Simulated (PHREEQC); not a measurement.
Dissolve 0.007 mol/kgw HCl, 6.3e-05 mol/kgw ZnSO4 and 0.0019 mol/kgw MgSO4 at 25 °C. Closed to the air; pH follows from the charge balance.

The numbers come from PHREEQC with the ion-association model, phreeqc.dat.

Each row changes one thing in this solution. This is a speciation only: nothing precipitates in the calculation.

```csv
case,pH,ionic strength (mol/kgw),SO4-2 (mol/kgw),HSO4- (mol/kgw),Zn+2 (mol/kgw),ZnSO4 (mol/kgw)
as made,2.23,0.0130,0.00125,0.000508,5.57e-5,6.57e-6
diluted 100-fold with water,4.16,0.000148,1.94e-5,1.25e-7,6.27e-7,2.55e-9
MgSO4 replaced by H2SO4 at the same molality,2.04,0.0114,0.00119,0.000767,5.57e-5,6.59e-6
0.0021 mol/kgw H2SO4 added,2.06,0.0171,0.00235,0.00138,5.18e-5,1.03e-5
temperature from 25 to 90 °C,2.28,0.0114,0.000556,0.00109,5.26e-5,___
0.0029 mol/kgw KOH added,2.47,0.0132,0.00139,0.000328,5.51e-5,7.19e-6
HCl replaced by LiCl at the same molality,___,0.0137,0.00167,2.71e-8,5.37e-5,8.30e-6
HCl left out,6.64,0.00656,0.00164,___,5.24e-5,1.03e-5
```

**Question.** What belongs in the gaps?

**Answer.** 
- temperature from 25 to 90 °C, ZnSO4 (mol/kgw): 3.89e-6
- HCl replaced by LiCl at the same molality, pH: 6.63
- HCl left out, HSO4- (mol/kgw): 2.87e-8

Species that the database lacks are ignored. Constants without temperature data keep their 25 °C values here.
